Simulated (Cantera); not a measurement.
What does this Cantera script print?

```python
import numpy as np
import cantera as ct

gas_names = """
    C CO CO2 C2 C2O C3 C3O2 C4 C5 Fe FeC5O5 FeO O O2 O3
""".split()
cond_names = """
    C(gr) Fe(a) Fe(c) Fe(d) Fe(L) FeC5O5(L) FeO(s) FeO(L) Fe2O3(s) Fe3O4(s)
""".split()


# ... load() reads the species with a 1 bar reference pressure and builds the phases ...
atoms = {
    'Fe': {'Fe': 1},
    'CO2': {'C': 1, 'O': 2},
    'CO': {'C': 1, 'O': 1},
}
top_T = {'C(gr)': 4500, 'Fe2O3(s)': 1830, 'Fe3O4(s)': 1870}  # K; cautious upper limits of use, not melting points


# ... equilibrate(T, P, feed) seeds the gas with the atoms and calls Mixture.equilibrate('TP', solver="vcs", rtol=1e-11, max_steps=5000) ...
results = []
feed = {'Fe': 1, 'CO2': 0.11, 'CO': 6.4}  # mol
T = 1798.15  # K
P = 180  # Pa
mix = equilibrate(T, P, feed)
results.append((T, P, feed, dict(zip(mix.species_names, mix.species_moles))))
print(gas.report(threshold=0.0001))
for i in range(1, mix.n_phases):
    print(f"{mix.phase(i).name:16s} {mix.phase_moles(i):12.5e} mol")
```

It prints:

```
       temperature   1798.2 K
          pressure   180 Pa
           density   0.00034578 kg/m^3
  mean mol. weight   28.72 kg/kmol
   phase of matter   gas

                          1 kg             1 kmol
                     ---------------   ---------------
          enthalpy        -1.991e+06       -5.7182e+07  J
   internal energy       -2.5116e+06       -7.2133e+07  J
           entropy             10761        3.0906e+05  J/K
    Gibbs function       -2.1341e+07       -6.1292e+08  J
 heat capacity c_p            1256.5             36086  J/K
 heat capacity c_v            966.96             27771  J/K

                      mass frac. Y      mole frac. X     chem. pot. / RT
                     ---------------   ---------------   ---------------
                CO           0.94352           0.96744           -41.092
               CO2           0.02546          0.016615            -67.86
                Fe          0.030987          0.015936           -7.1866
     [  +12 minor]        3.0454e-05        1.2357e-05

C(gr)             0.00000e+00 mol
Fe(d)             8.94494e-01 mol
FeC5O5(L)         0.00000e+00 mol
FeO(L)            0.00000e+00 mol
Fe2O3(s)          0.00000e+00 mol
Fe3O4(s)          0.00000e+00 mol
```

Cantera equilibrium calculation (NASA polynomials, part measured and part estimated; ideal gas, pure solids and liquids).
